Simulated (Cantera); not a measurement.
Input (Python, Cantera):

```python
import numpy as np
import cantera as ct

gas = ct.Solution("gri30.yaml")
gas.TPX = 1350, 500000, {'CO': 0.026, 'O2': 0.045, 'H2O': 0.037, 'N2': 1}
reactor = ct.IdealGasConstPressureReactor(gas, energy="off", clone=False)
net = ct.ReactorNet([reactor])
net.rtol, net.atol = 1e-08, 1e-18
show = ['CO', 'O2', 'H2O', 'HO2', 'NO2', 'NO', 'N2O']
times = np.geomspace(6e-05, 2, 15)

steps = ct.SolutionArray(gas, extra=["t"])
rows = []
print(f"{'t/s':>10s}{'T/K':>9s}{'P/Pa':>11s}" + "".join(f"{s:>11s}" for s in show))
for t in times:
    while net.time < t:
        t_next = net.step()
        steps.append(gas.state, t=t_next)
    rows.append([np.interp(t, steps.t, y) for y in (steps.T, steps.P, *steps(*show).X.T)])
    print(f"{t:10.3e}{rows[-1][0]:9.1f}{rows[-1][1]:11.4g}" + "".join(f"{x:11.3e}" for x in rows[-1][2:]))
rate = np.gradient(steps.T, steps.t)
print("integrator steps:", len(steps.t))
if steps.T.max() > steps.T[0] + 200:
    print(f"time of steepest temperature rise: {steps.t[rate.argmax()]:.4e} s")
gas.TPX = 1350, 500000, {'CO': 0.026, 'O2': 0.045, 'H2O': 0.037, 'N2': 1}
gas.equilibrate("TP")
print(f"equilibrium (TP): T = {gas.T:.1f} K  " + "  ".join(f"{s} {gas[s].X[0]:.3e}" for s in show))
```

Result:

```
       t/s      T/K       P/Pa         CO         O2        H2O        HO2        NO2         NO        N2O
 6.000e-05   1350.0      5e+05  2.346e-02  4.061e-02  3.339e-02  7.345e-07  4.977e-17  9.389e-14  2.194e-10
 1.262e-04   1350.0      5e+05  2.314e-02  4.041e-02  3.333e-02  2.505e-05  4.188e-12  2.621e-10  1.973e-08
 2.656e-04   1350.0      5e+05  1.616e-02  3.699e-02  3.313e-02  3.225e-05  9.610e-10  6.841e-08  4.806e-07
 5.589e-04   1350.0      5e+05  7.555e-03  3.285e-02  3.344e-02  2.156e-05  3.562e-09  1.672e-07  1.078e-06
 1.176e-03   1350.0      5e+05  2.683e-03  3.050e-02  3.364e-02  1.104e-05  7.942e-09  2.164e-07  1.490e-06
 2.474e-03   1350.0      5e+05  7.332e-04  2.956e-02  3.373e-02  3.938e-06  1.329e-08  2.373e-07  1.718e-06
 5.206e-03   1350.0      5e+05  1.568e-04  2.929e-02  3.377e-02  9.766e-07  1.420e-08  2.485e-07  1.781e-06
 1.095e-02   1350.0      5e+05  2.753e-05  2.923e-02  3.378e-02  1.940e-07  8.935e-09  2.589e-07  1.683e-06
 2.305e-02   1350.0      5e+05  3.971e-06  2.922e-02  3.379e-02  3.956e-08  4.040e-09  2.660e-07  1.402e-06
 4.850e-02   1350.0      5e+05  3.992e-07  2.922e-02  3.379e-02  1.488e-08  2.226e-09  2.690e-07  9.271e-07
 1.020e-01   1350.0      5e+05  3.640e-08  2.922e-02  3.379e-02  1.203e-08  1.997e-09  2.699e-07  3.915e-07
 2.147e-01   1350.0      5e+05  2.533e-08  2.922e-02  3.379e-02  1.175e-08  2.001e-09  2.702e-07  8.583e-08
 4.518e-01   1350.0      5e+05  2.508e-08  2.922e-02  3.379e-02  1.171e-08  2.004e-09  2.704e-07  3.497e-08
 9.505e-01   1350.0      5e+05  2.507e-08  2.922e-02  3.379e-02  1.171e-08  2.006e-09  2.708e-07  3.409e-08
 2.000e+00   1350.0      5e+05  2.507e-08  2.922e-02  3.379e-02  1.171e-08  2.012e-09  2.715e-07  3.408e-08
integrator steps: 1353
equilibrium (TP): T = 1350.0 K  CO 2.512e-08  O2 2.911e-02  H2O 3.379e-02  HO2 1.168e-08  NO2 1.614e-06  NO 2.182e-04  N2O 3.403e-08
```

Detailed kinetics in Cantera: GRI-Mech 3.0 (53 species, 325 reactions).
